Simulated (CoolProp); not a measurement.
Vapour-liquid equilibrium of R134a (1) + isobutane (2) at 19.85 °C; x and y are mole fractions of (1).

Model: multi-fluid Helmholtz-energy mixture model, Tillner-Roth 1994 and Bücker 2006; pair parameters Bell 2016, in CoolProp.

```
x     bubble pressure (MPa)  y at the bubble point  dew pressure at overall composition x (MPa)  liquid density (mol/L)
----  ---------------------  ---------------------  -------------------------------------------  ----------------------
0.05                 0.3868                  0.238                                       0.3158                   9.627
0.2                  0.5416                  0.497                                       0.3701                       ?
0.35                 0.6095                      ?                                       0.4438                       ?
0.5                  0.6405                  0.639                                       0.5437                       ?
0.65                 0.6545                  0.687                                       0.6449                   10.62
0.8                  0.6515                  0.757                                            ?                   11.12
0.95                 0.6056                      ?                                       0.5883                   11.77
```

**Question.** Complete the blanks.

**Answer.** 
- 0.2, liquid density (mol/L): 9.774
- 0.35, y at the bubble point: 0.588
- 0.35, liquid density (mol/L): 9.969
- 0.5, liquid density (mol/L): 10.24
- 0.8, dew pressure at overall composition x (MPa): 0.6413
- 0.95, y at the bubble point: 0.905

y crosses x between x = 0.65 and 0.8: the model has an azeotrope there.

Pair parameters are fitted to limited data, so mixtures are less certain than the pure fluids. With so large a gap from Raoult's law the liquid may split in two, which this calculation doesn't test in full.
